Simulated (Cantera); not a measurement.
Input: 1 mol CH3SiH3, 0.019 mol C2H2, 30 mol H2, at 0.160 bar.

Method: chemical equilibrium by Gibbs-energy minimisation in Cantera with the NASA 1993 tables (ideal gas, pure condensed phases). Candidate condensed phases: C, C6H6, C7H8, C8H18, Si, SiC; 87 gas species. The feed counts by its element totals alone. Gases not in the tables: Si2H6 and higher silanes. Equilibrium is a limit: real reactors are often held back by kinetics, nucleation or transport. All values below are at 1825 °C.

Base state: H2 0.992, H 0.00766, C2H2 (acetylene) 0.000622, Si 9.54e-5, CH4 3.46e-5, SiH2 2.09e-5, SiH 2.07e-5 (mole fractions); condensed: SiC(s).

Task: What changes in the equilibrium state with this change: 0.031 mol Cl2 added?

Result: 
| species | before | after |
|---|---|---|
| H2 | 0.992 | 0.990 |
| H | 0.00766 | 0.00765 |
| HCl | 0 | 0.00185 |
| Cl | 0 | 1.06e-5 |
| Si | 9.54e-5 | 9.53e-5 |
| SiH2 | 2.09e-5 | 2.09e-5 |
| CH4 | 3.46e-5 | 3.45e-5 |
| SiH | 2.07e-5 | 2.07e-5 |
| C2H2 (acetylene) | 0.000622 | 0.000622 |
| SiC(s), mol | 0.995 | 0.995 |
